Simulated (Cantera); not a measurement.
Cantera run:

```python
import numpy as np
import cantera as ct

gas_names = """
    B BF BF2 BF3 BO BOF BOF2 BO2 B2 B2O B2O2 B2O3 B3O3F3 F FO FO2 F2 F2O O O2 O3
""".split()
cond_names = """
    B(b) B(L) B2O3(L)
""".split()


# ... load() reads the species with a 1 bar reference pressure and builds the phases ...
atoms = {
    'BF3': {'B': 1, 'F': 3},
    'O2': {'O': 2},
}
top_T = {}  # K; cautious upper limits of use, not melting points


# ... equilibrate(T, P, feed) seeds the gas with the atoms and calls Mixture.equilibrate('TP', solver="vcs", rtol=1e-11, max_steps=5000) ...
results = []
T = 1373.15  # K
P = 1000  # Pa
for m in [0.088, 0.16, 0.31, 0.57, 1.1, 2, 3.8, 7]:
    feed = {'BF3': 1, 'O2': m}  # mol
    mix = equilibrate(T, P, feed)
    results.append((T, P, feed, dict(zip(mix.species_names, mix.species_moles))))

top = {s: max(r[3][s] / sum(r[3][g] for g in gas_names) for r in results) for s in gas_names}
cols = sorted((s for s in top if top[s] > 1e-06), key=lambda s: -top[s])[:9]
seen = [c for c in cond_names if any(r[3].get(c, 0) > 1e-12 for r in results)]
print("log10 of partial pressures in bar; condensed amounts in mol")
print(f"{'n(O2)':>10s}" + "".join(f"{s[:9]:>10s}" for s in cols + seen))
for T, P, feed, n in results:
    ng = sum(n[g] for g in gas_names)
    print(f"{feed['O2']:10.4g}" + "".join(f"{np.log10(max(n[s] / ng * P / 1e5, 1e-99)):10.3f}" for s in cols)
          + "".join(f"{n.get(c, 0):10.4g}" for c in seen))
```

It prints:

```
log10 of partial pressures in bar; condensed amounts in mol
     n(O2)       BF3        O2         F       BOF         O      BOF2
     0.088    -2.037    -3.092    -6.458    -6.792    -7.755    -7.598
      0.16    -2.064    -2.860    -6.428    -6.764    -7.639    -7.540
      0.31    -2.117    -2.626    -6.406    -6.743    -7.522    -7.498
      0.57    -2.196    -2.440    -6.401    -6.739    -7.429    -7.488
       1.1    -2.322    -2.281    -6.417    -6.754    -7.350    -7.519
         2    -2.477    -2.176    -6.452    -6.786    -7.297    -7.586
       3.8    -2.681    -2.101    -6.509    -6.839    -7.260    -7.696
         7    -2.903    -2.058    -6.577    -6.903    -7.238    -7.828
```

Cantera equilibrium calculation (NASA polynomials, part measured and part estimated; ideal gas, pure solids and liquids).
